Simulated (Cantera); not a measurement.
An isothermal, constant-pressure homogeneous reactor starts with 4.00 % NH₃, 96.0 % N₂, at 1725 K and 3500 Pa.

Model: the gas-phase N/H chemistry of the illustrative SiF4/NH3 mechanism in the Surface Chemkin manual (1991), integrated in Cantera. Walls and surfaces, which speed up NH3 decomposition in real reactors, are not modelled.

Problem. Predict: x(NH₃) at 10.0 s; x(H₂) at 10.0 s; x(N) at 10.0 s; x(NH) at 10.0 s.

Solution. 
```json
{
 "x(NH₃) at 10.0 s": "0.0143 (gas-phase equilibrium 1.60e-8)",
 "x(H₂) at 10.0 s": "0.0371 (gas-phase equilibrium 0.0576)",
 "x(N) at 10.0 s": "2.01e-7 (gas-phase equilibrium 4.70e-11)",
 "x(NH) at 10.0 s": "1.07e-6 (gas-phase equilibrium 3.98e-11)"
}
```
